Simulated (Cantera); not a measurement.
# Premixed flame

A freely propagating, adiabatic, planar premixed flame of 10.2 % CH4, 2.87 % CO, 18.2 % O2, 68.7 % N2, equivalence ratio 1.2, unburnt at 675 K and 100000 Pa; mixture-averaged transport, grid criteria slope 0.08 and curve 0.16, no radiation.

Detailed kinetics in Cantera: GRI-Mech 3.0 (53 species, 325 reactions). Burning velocities carry a grid error of a few per cent, more on coarse grids.

| z (mm) | T (K) | u (m/s) | x CH4 | x CO | x O2 | x OH | x HCN | x NO |
|---|---|---|---|---|---|---|---|---|
| -0.906 | 675 | 1.68 | 0.102 | 0.0286 | 0.182 | <1e-8 | <1e-8 | <1e-8 |
| -0.604 | 676 | 1.69 | 0.102 | 0.0286 | 0.181 | <1e-8 | <1e-8 | <1e-8 |
| -0.453 | 683 | 1.71 | 0.101 | 0.0286 | 0.180 | 4.82e-8 | <1e-8 | 2.74e-8 |
| -0.302 | 737 | 1.86 | 0.0965 | 0.0296 | 0.176 | 2.35e-6 | 1.06e-7 | 2.79e-7 |
| -0.151 | 1110 | 2.85 | 0.0695 | 0.0420 | 0.145 | 6.68e-5 | 1.59e-6 | 3.15e-6 |
| -0.0755 | 1512 | 3.94 | 0.0383 | 0.0606 | 0.104 | 0.000513 | 4.54e-6 | 7.99e-6 |
| 0 | 1884 | 4.95 | 0.0100 | 0.0800 | 0.0561 | 0.00262 | 9.96e-6 | 1.73e-5 |
| 0.0755 | 2053 | 5.40 | 0.00103 | 0.0823 | 0.0267 | 0.00645 | 1.09e-5 | 3.06e-5 |
| 0.151 | 2098 | 5.50 | 5.79e-5 | 0.0746 | 0.0151 | 0.00883 | 6.03e-6 | 4.10e-5 |
| 0.302 | 2133 | 5.56 | 1.74e-7 | 0.0644 | 0.00939 | 0.00967 | 1.23e-6 | 5.03e-5 |
| 0.604 | 2174 | 5.65 | <1e-8 | 0.0596 | 0.00740 | 0.00938 | 7.65e-8 | 5.80e-5 |
| 1.21 | 2226 | 5.76 | <1e-8 | 0.0582 | 0.00587 | 0.00863 | <1e-8 | 6.95e-5 |
| 2.42 | 2286 | 5.89 | <1e-8 | 0.0569 | 0.00413 | 0.00741 | <1e-8 | 8.89e-5 |
x: mole fraction of selected species; z is measured from the peak of heat release.

The laminar burning velocity is 168 cm/s and the thermal thickness is 0.302 mm. The peak x(OH) is 0.00968, the peak x(HCN) is 1.17e-5 and the grid points is 156.
